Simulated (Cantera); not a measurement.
# Silicon oxide and oxynitride deposition: TEOS + O3

Input: 1 mol TEOS, 6.1 mol O3, held at 0.0133 bar.

Equilibrium computed with Cantera from the NASA thermochemical tables; the gas is ideal and each condensed phase is pure. Candidate condensed phases: C, C6H6, C7H8, C8H18, H2O, Si, SiC, SiO2; 123 gas species. The feed counts by its element totals alone. The tables hold silica as quartz up to 1696 K and as liquid above; real silica turns to tridymite and cristobalite and melts near 1996 K. Rates play no part.

```json
[
 {"T (°C)": "450", "x H2O": "0.288", "x CO2": "0.396", "x H2": "0.267", "x CO": "0.0479", "x H": "<1e-12", "n SiO2(α-quartz)": "1.00", "n SiO2(β-quartz)": "0", "n SiO2(condensed)": "0"},
 {"T (°C)": "550", "x H2O": "0.316", "x CO2": "0.367", "x H2": "0.240", "x CO": "0.0770", "x H": "3.11e-11", "n SiO2(α-quartz)": "1.00", "n SiO2(β-quartz)": "0", "n SiO2(condensed)": "0"},
 {"T (°C)": "650", "x H2O": "0.343", "x CO2": "0.341", "x H2": "0.213", "x CO": "0.104", "x H": "9.78e-10", "n SiO2(α-quartz)": "0", "n SiO2(β-quartz)": "1.00", "n SiO2(condensed)": "0"},
 {"T (°C)": "750", "x H2O": "0.365", "x CO2": "0.318", "x H2": "0.190", "x CO": "0.127", "x H": "1.56e-8", "n SiO2(α-quartz)": "0", "n SiO2(β-quartz)": "1.00", "n SiO2(condensed)": "0"},
 {"T (°C)": "850", "x H2O": "0.384", "x CO2": "0.299", "x H2": "0.171", "x CO": "0.145", "x H": "1.53e-7", "n SiO2(α-quartz)": "0", "n SiO2(β-quartz)": "1.00", "n SiO2(condensed)": "0"},
 {"T (°C)": "950", "x H2O": "0.400", "x CO2": "0.283", "x H2": "0.156", "x CO": "0.161", "x H": "1.03e-6", "n SiO2(α-quartz)": "0", "n SiO2(β-quartz)": "1.00", "n SiO2(condensed)": "0"},
 {"T (°C)": "1050", "x H2O": "0.413", "x CO2": "0.271", "x H2": "0.143", "x CO": "0.174", "x H": "5.19e-6", "n SiO2(α-quartz)": "0", "n SiO2(β-quartz)": "1.00", "n SiO2(condensed)": "0"},
 {"T (°C)": "1150", "x H2O": "0.423", "x CO2": "0.260", "x H2": "0.132", "x CO": "0.184", "x H": "2.09e-5", "n SiO2(α-quartz)": "0", "n SiO2(β-quartz)": "1.00", "n SiO2(condensed)": "0"},
 {"T (°C)": "1250", "x H2O": "0.432", "x CO2": "0.251", "x H2": "0.124", "x CO": "0.193", "x H": "7.04e-5", "n SiO2(α-quartz)": "0", "n SiO2(β-quartz)": "1.000", "n SiO2(condensed)": "0"},
 {"T (°C)": "1350", "x H2O": "0.439", "x CO2": "0.244", "x H2": "0.116", "x CO": "0.200", "x H": "0.000204", "n SiO2(α-quartz)": "0", "n SiO2(β-quartz)": "1.000", "n SiO2(condensed)": "0"},
 {"T (°C)": "1450", "x H2O": "0.445", "x CO2": "0.238", "x H2": "0.110", "x CO": "0.206", "x H": "0.000524", "n SiO2(α-quartz)": "0", "n SiO2(β-quartz)": "0", "n SiO2(condensed)": "1.000"},
 {"T (°C)": "1550", "x H2O": "0.450", "x CO2": "0.233", "x H2": "0.105", "x CO": "0.211", "x H": "0.00121", "n SiO2(α-quartz)": "0", "n SiO2(β-quartz)": "0", "n SiO2(condensed)": "0.999"},
 {"T (°C)": "1650", "x H2O": "0.453", "x CO2": "0.228", "x H2": "0.0996", "x CO": "0.215", "x H": "0.00257", "n SiO2(α-quartz)": "0", "n SiO2(β-quartz)": "0", "n SiO2(condensed)": "0.994"}
]
```
x: gas mole fraction; n: condensed amount in mol.

From 450 °C to 550 °C the condensed part is SiO2(α-quartz). From 650 °C to 1350 °C the condensed part is SiO2(β-quartz). From 1450 °C to 1650 °C the condensed part is SiO2(condensed).
